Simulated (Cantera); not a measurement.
A perfectly stirred reactor is fed with 45.5 % NH₃, 54.5 % H₂, at 0.0263 atm; it is held at 1923 K, and followed from long to short residence time.

Computed with Cantera and the gas-phase N/H chemistry of the illustrative SiF4/NH3 mechanism in the Surface Chemkin manual (1991). Walls and surfaces, which speed up NH3 decomposition in real reactors, are not modelled.

x: mole fraction; the columns are a selection and need not sum to one.

```
τ (s)     x NH₃   x H₂     x NH   x N₂H₂     x NH₂
-------  ------  -----  -------  -------  --------
15       0.0537  0.808      [?]  2.04e-7  0.000144
2.6       0.187  0.721      [?]  9.30e-7  0.000339
0.48      0.356  0.610  9.74e-6  2.12e-6  0.000523
0.086     0.433  0.559  9.80e-6  2.60e-6  0.000582
0.016     0.451  0.547      [?]  1.91e-6  0.000516
0.0028    0.454  0.545      [?]  2.05e-7  0.000204
0.00051   0.454  0.545      [?]  5.00e-9   3.85e-5
```

Task: Fill in the missing entries.

Result: 
- 15, x NH: 5.16e-6
- 2.6, x NH: 8.00e-6
- 0.016, x NH: 7.45e-6
- 0.0028, x NH: 1.20e-6
- 0.00051, x NH: 4.28e-8
